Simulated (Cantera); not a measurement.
What does this Cantera script print?

```python
import numpy as np
import cantera as ct

gas_names = """
    CL CL2 H HCL H2 Si SiCL SiCL2 SiCL3 SiCL4 SiH SiHCL3 SiH2 SiH2CL2 SiH3 SiH3CL SiH4 Si2 Si3
""".split()
cond_names = """
    Si(cr) Si(L)
""".split()


# ... load() reads the species with a 1 bar reference pressure and builds the phases ...
atoms = {
    'SiHCl3': {'Si': 1, 'H': 1, 'CL': 3},
    'H2': {'H': 2},
}
top_T = {}  # K; cautious upper limits of use, not melting points


# ... equilibrate(T, P, feed) seeds the gas with the atoms and calls Mixture.equilibrate('TP', solver="vcs", rtol=1e-11, max_steps=5000) ...
results = []
feed = {'SiHCl3': 1, 'H2': 67}  # mol
P = 84000  # Pa
for T in [1148, 1223, 1298, 1373, 1448, 1523, 1598, 1673]:
    mix = equilibrate(T, P, feed)
    results.append((T, P, feed, dict(zip(mix.species_names, mix.species_moles))))

top = {s: max(r[3][s] / sum(r[3][g] for g in gas_names) for r in results) for s in gas_names}
cols = sorted((s for s in top if top[s] > 0.0001), key=lambda s: -top[s])[:6]
seen = [c for c in cond_names if any(r[3].get(c, 0) > 1e-12 for r in results)]
print("log10 of partial pressures in bar; condensed amounts in mol")
print(f"{'T/K':>10s}" + "".join(f"{s[:9]:>10s}" for s in cols + seen))
for T, P, feed, n in results:
    ng = sum(n[g] for g in gas_names)
    print(f"{T:10.4g}" + "".join(f"{np.log10(max(n[s] / ng * P / 1e5, 1e-99)):10.3f}" for s in cols)
          + "".join(f"{n.get(c, 0):10.4g}" for c in seen))
```

Output:

```
log10 of partial pressures in bar; condensed amounts in mol
       T/K        H2       HCL     SiCL2    SiHCL3     SiCL4   SiH2CL2    Si(cr)
      1148    -0.086    -1.881    -3.334    -2.477    -2.574    -3.283    0.4019
      1223    -0.089    -1.734    -2.993    -2.628    -2.763    -3.369    0.5089
      1298    -0.090    -1.635    -2.754    -2.853    -3.052    -3.505    0.5991
      1373    -0.092    -1.579    -2.608    -3.150    -3.439    -3.692    0.6559
      1448    -0.092    -1.554    -2.528    -3.491    -3.885    -3.907    0.6814
      1523    -0.093    -1.545    -2.483    -3.837    -4.339    -4.128    0.6886
      1598    -0.093    -1.542    -2.455    -4.167    -4.774    -4.338    0.6873
      1673    -0.093    -1.543    -2.436    -4.475    -5.179    -4.535    0.6824
```

Cantera equilibrium calculation (NASA polynomials, part measured and part estimated; ideal gas, pure solids and liquids). The tables' values for SiCl3 are old estimates; treat these amounts as uncertain. Gases not in the tables: Si2H6 and higher silanes.
